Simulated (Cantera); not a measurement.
A freely propagating, adiabatic, planar premixed flame of CH4 : C2H6 : C3H8 : O2 : N2 = 1 : 0.068 : 0.46 : 5.53 : 13.8 (molar parts), equivalence ratio 0.82, unburnt at 625 K and 100.0 Torr; multicomponent transport, grid criteria slope 0.08 and curve 0.16, no radiation.

Model: GRI-Mech 3.0 (53 species, 325 reactions), integrated in Cantera. GRI-Mech 3.0 was tuned for natural gas; its chemistry of propane as a main component is partial and can be far from experiment. Burning velocities carry a grid error of a few per cent, more on coarse grids.

x: mole fraction of selected species; z is measured from the peak of heat release.

```csv
z (mm),T (K),u (m/s),x CH4,x C2H6,x C3H8,x N2O,x O,x CH2CO
-4.14,625,2.82,0.0479,0.00326,0.0220,<1e-8,<1e-8,<1e-8
-2.76,626,2.83,0.0478,0.00325,0.0220,<1e-8,1.27e-8,1.20e-8
-2.07,628,2.85,0.0476,0.00325,0.0219,<1e-8,7.84e-8,1.23e-7
-1.38,657,2.99,0.0467,0.00327,0.0216,<1e-8,6.20e-7,3.04e-6
-0.690,960,4.49,0.0377,0.00371,0.0158,<1e-8,3.07e-5,0.000172
-0.345,1362,6.54,0.0235,0.00197,0.00517,<1e-8,0.000359,0.000761
0,1761,8.63,0.00806,0.000188,0.000244,<1e-8,0.00246,0.000979
0.345,1948,9.62,0.00133,2.59e-6,1.06e-6,[?],0.00754,0.000346
0.690,1994,9.85,0.000129,<1e-8,<1e-8,[?],0.0122,5.17e-5
1.38,2017,9.93,8.12e-7,<1e-8,<1e-8,2.40e-8,0.0155,5.25e-7
2.76,2041,10.00,<1e-8,<1e-8,<1e-8,2.43e-8,0.0164,<1e-8
5.52,2071,10.1,<1e-8,<1e-8,<1e-8,2.51e-8,0.0160,<1e-8
11.0,2117,10.3,<1e-8,<1e-8,<1e-8,[?],0.0148,<1e-8
```

**Question.** Some entries are withheld; supply them.

**Answer.** 
- 0.345, x N2O: 1.52e-8
- 0.690, x N2O: 2.01e-8
- 11.0, x N2O: 2.79e-8
